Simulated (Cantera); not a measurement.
An isothermal, constant-pressure homogeneous reactor starts with CO : O₂ : H₂O : N₂ = 0.0036 : 0.031 : 0.0022 : 1 (molar parts), at 1073 K and 383 Torr. Integrator tolerance rtol = 1e-08.

Model: GRI-Mech 3.0 (53 species, 325 reactions), integrated in Cantera.

What does this change do: 0.061 parts H2 added?


```json
[
 {"quantity": "x(CO) at 20.0 s", "before": "1.55e-8 (gas-phase equilibrium 1.79e-11)", "after": "0.000130 (gas-phase equilibrium 0.000122)"},
 {"quantity": "x(O₂) at 20.0 s", "before": "0.0282 (gas-phase equilibrium 0.0282)", "after": "1.33e-9 (gas-phase equilibrium <1e-12)"},
 {"quantity": "x(H₂O) at 20.0 s", "before": "0.00213 (gas-phase equilibrium 0.00213)", "after": "0.0569 (gas-phase equilibrium 0.0569)"},
 {"quantity": "x(NO₂) at 20.0 s", "before": "2.00e-10 (gas-phase equilibrium 2.36e-7)", "after": "<1e-12 (gas-phase equilibrium <1e-12)"},
 {"quantity": "x(NO) at 20.0 s", "before": "1.44e-8 (gas-phase equilibrium 2.70e-5)", "after": "1.96e-6 (gas-phase equilibrium 3.65e-12)"},
 {"quantity": "x(CO₂) at 20.0 s", "before": "0.00348 (gas-phase equilibrium 0.00348)", "after": "0.00324 (gas-phase equilibrium 0.00325)"}
]
```
The temperature is held fixed by assumption; the heat of reaction is taken as removed at once.
